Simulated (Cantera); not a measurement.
Standard-state values (1 bar) from the NASA 1993 polynomials, evaluated with Cantera. Values are per mole of reaction as written; species without (g) are pure solids or liquids, kept so even where they would boil at 1 bar. ZrN: taken at fixed stoichiometry.

Between 300 and 2350 K, where is each reaction favourable under standard conditions?
- ZrN + 3 OH(g) = 3 H(g) + ZrO2(g) + NO(g)


- ZrN + 3 OH(g) = 3 H(g) + ZrO2(g) + NO(g): ΔG° is 635 kJ at 300 K and 125 kJ at 2350 K; it stays positive (K < 1). ΔH° is 709 kJ and ΔS° 248 J/K at 2350 K.
